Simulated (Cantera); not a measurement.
A closed system holds: 1 mol PbO, 16 mol N₂, 0.055 mol CO, equilibrated at 51.0 mbar.

Cantera equilibrium calculation (NASA polynomials, part measured and part estimated; ideal gas, pure solids and liquids). Candidate condensed phases: C, Pb, PbO, PbO₂, Pb₃O₄; 27 gas species. Mutual solubility and eutectic melting of coexisting phases are not modelled. Gases not in the tables: (PbO)n polymers. Rates play no part.

x: gas mole fraction; n: condensed amount in mol.

| T (K) | x N₂ | x PbO | x Pb | x O₂ | x CO₂ | x NO | x O | n Pb(l) | n PbO(red) | n PbO(yellow) | n PbO(l) |
|---|---|---|---|---|---|---|---|---|---|---|---|
| 700 | 0.997 | 3.25e-12 | 2.18e-8 | <1e-12 | 0.00343 | <1e-12 | <1e-12 | 0.0550 | 0.945 | 0 | 0 |
| 775 | 0.997 | (withheld) | (withheld) | <1e-12 | 0.00343 | <1e-12 | <1e-12 | 0.0550 | 0 | 0.945 | 0 |
| 850 | 0.997 | 1.63e-8 | 6.24e-6 | <1e-12 | 0.00343 | <1e-12 | <1e-12 | 0.0549 | 0 | 0.945 | 0 |
| 925 | 0.997 | 4.00e-7 | 5.24e-5 | <1e-12 | 0.00343 | 9.84e-12 | <1e-12 | 0.0542 | 0 | 0.945 | 0 |
| 1000 | 0.996 | 5.97e-6 | 0.000318 | 6.90e-12 | 0.00342 | 2.02e-10 | <1e-12 | 0.0499 | 0 | 0.945 | 0 |
| 1075 | 0.995 | 6.04e-5 | 0.00149 | 2.65e-10 | 0.00342 | 2.69e-9 | <1e-12 | 0.0310 | 0 | 0.944 | 0 |
| 1150 | 0.993 | 0.000446 | 0.00341 | 1.74e-8 | 0.00341 | 4.24e-8 | 4.85e-12 | 0 | 0 | 0.938 | 0 |
| 1225 | 0.991 | 0.00221 | 0.00341 | 2.14e-6 | 0.00341 | 8.45e-7 | 2.73e-10 | 0 | 0 | 0 | 0.909 |
| 1300 | 0.984 | 0.00885 | 0.00364 | 0.000125 | 0.00338 | 1.08e-5 | 8.77e-9 | 0 | 0 | 0 | 0.797 |
| 1375 | 0.958 | (withheld) | (withheld) | (withheld) | 0.00329 | (withheld) | (withheld) | 0 | 0 | 0 | (withheld) |
| 1450 | 0.934 | 0.0470 | 0.0114 | 0.00403 | 0.00321 | 0.000143 | 5.65e-7 | 0 | 0 | 0 | 0 |
| 1525 | 0.933 | 0.0434 | 0.0149 | 0.00571 | 0.00320 | 0.000248 | 1.89e-6 | 0 | 0 | 0 | 0 |
| 1600 | 0.931 | 0.0394 | 0.0187 | 0.00757 | 0.00320 | 0.000399 | 5.59e-6 | 0 | 0 | 0 | 0 |

Q: Fill in the missing entries.

A: 
- 1375, x PbO: 0.0301
- 1375, x Pb: 0.00656
- 1375, x O₂: 0.00160
- 1375, x NO: 6.05e-5
- 1375, x O: 1.13e-7
- 1375, n PbO(l): 0.388
- 775, x PbO: 3.52e-10
- 775, x Pb: 4.88e-7
